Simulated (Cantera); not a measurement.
**Equilibrium for boron, boron nitride and boron oxide: BF₃ + H₂**

Feed: 1 mol BF₃, 1.2 mol H₂, held at 53.0 Pa.

Method: chemical equilibrium by Gibbs-energy minimisation in Cantera with the NASA 1993 tables (ideal gas, pure condensed phases). Candidate condensed phases: B; 20 gas species. The tables' values for BF₂ are old estimates; treat these amounts as uncertain. Kinetics and transport are ignored.

From 925 K to 1425 K nothing is condensed. The main B-bearing gas is BF₃ throughout.

```tsv
T (K)	log p H₂	log p BF₃	log p HF	log p BF₂
925	-3.54	-3.62	-6.47	-9.05
975	-3.54	-3.62	-6.29	-8.44
1025	-3.54	-3.62	-6.13	-7.90
1075	-3.54	-3.62	-5.97	-7.40
1125	-3.54	-3.62	-5.83	-6.96
1175	-3.54	-3.62	-5.70	-6.57
1225	-3.54	-3.62	-5.56	-6.21
1275	-3.54	-3.63	-5.42	-5.90
1325	-3.55	-3.63	-5.28	-5.63
1375	-3.55	-3.63	-5.13	-5.40
1425	-3.55	-3.64	-4.98	-5.20
```
log p: log10 of the partial pressure in bar; nothing condenses.
